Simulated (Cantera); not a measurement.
Input (Python, Cantera):

```python
import numpy as np
import cantera as ct

gas = ct.Solution("gri30.yaml")
gas.TPX = 1023, 370, {'H2': 0.0062, 'O2': 1}
reactor = ct.IdealGasConstPressureReactor(gas, energy="off", clone=False)
net = ct.ReactorNet([reactor])
net.rtol, net.atol = 1e-08, 1e-18
show = ['H2', 'O2', 'H2O', 'H2O2', 'O', 'HO2']
times = np.geomspace(3e-06, 30, 15)

steps = ct.SolutionArray(gas, extra=["t"])
rows = []
print(f"{'t/s':>10s}{'T/K':>9s}{'P/Pa':>11s}" + "".join(f"{s:>11s}" for s in show))
for t in times:
    while net.time < t:
        t_next = net.step()
        steps.append(gas.state, t=t_next)
    rows.append([np.interp(t, steps.t, y) for y in (steps.T, steps.P, *steps(*show).X.T)])
    print(f"{t:10.3e}{rows[-1][0]:9.1f}{rows[-1][1]:11.4g}" + "".join(f"{x:11.3e}" for x in rows[-1][2:]))
rate = np.gradient(steps.T, steps.t)
print("integrator steps:", len(steps.t))
if steps.T.max() > steps.T[0] + 200:
    print(f"time of steepest temperature rise: {steps.t[rate.argmax()]:.4e} s")
gas.TPX = 1023, 370, {'H2': 0.0062, 'O2': 1}
gas.equilibrate("TP")
print(f"equilibrium (TP): T = {gas.T:.1f} K  " + "  ".join(f"{s} {gas[s].X[0]:.3e}" for s in show))
```

It prints:

```
       t/s      T/K       P/Pa         H2         O2        H2O       H2O2          O        HO2
 3.000e-06   1023.0        370  6.162e-03  9.938e-01  1.719e-19  3.343e-21  3.626e-16  9.149e-14
 9.487e-06   1023.0        370  6.162e-03  9.938e-01  5.581e-18  3.378e-20  3.637e-15  2.893e-13
 3.000e-05   1023.0        370  6.162e-03  9.938e-01  1.340e-16  3.186e-19  3.374e-14  9.150e-13
 9.487e-05   1023.0        370  6.162e-03  9.938e-01  3.944e-15  3.199e-18  3.210e-13  2.894e-12
 3.000e-04   1023.0        370  6.162e-03  9.938e-01  1.065e-13  3.172e-17  2.725e-12  9.157e-12
 9.487e-04   1023.0        370  6.162e-03  9.938e-01  2.388e-12  3.177e-16  1.865e-11  2.899e-11
 3.000e-03   1023.0        370  6.162e-03  9.938e-01  3.955e-11  3.176e-15  1.062e-10  9.182e-11
 9.487e-03   1023.0        370  6.162e-03  9.938e-01  6.854e-10  3.181e-14  8.666e-10  2.923e-10
 3.000e-02   1023.0        370  6.162e-03  9.938e-01  6.018e-08  3.392e-13  5.525e-08  1.127e-09
 9.487e-02   1023.0        370  2.554e-03  9.908e-01  2.993e-03  3.303e-08  2.470e-03  7.543e-07
 3.000e-01   1023.0        370  1.684e-05  9.891e-01  5.908e-03  3.247e-09  4.525e-03  3.627e-07
 9.487e-01   1023.0        370  1.103e-05  9.907e-01  5.997e-03  3.243e-09  2.966e-03  3.016e-07
 3.000e+00   1023.0        370  4.222e-06  9.926e-01  6.096e-03  3.134e-09  1.133e-03  1.920e-07
 9.487e+00   1023.0        370  8.416e-07  9.936e-01  6.150e-03  2.607e-09  2.288e-04  8.212e-08
 3.000e+01   1023.0        370  1.148e-07  9.938e-01  6.170e-03  1.515e-09  3.187e-05  2.400e-08
integrator steps: 1192
equilibrium (TP): T = 1023.0 K  H2 1.753e-11  O2 9.938e-01  H2O 6.181e-03  H2O2 1.408e-12  O 5.137e-09  HO2 2.625e-10
```

Model: GRI-Mech 3.0 (53 species, 325 reactions), integrated in Cantera. Radical loss at walls, strong at low pressure, is not modelled.
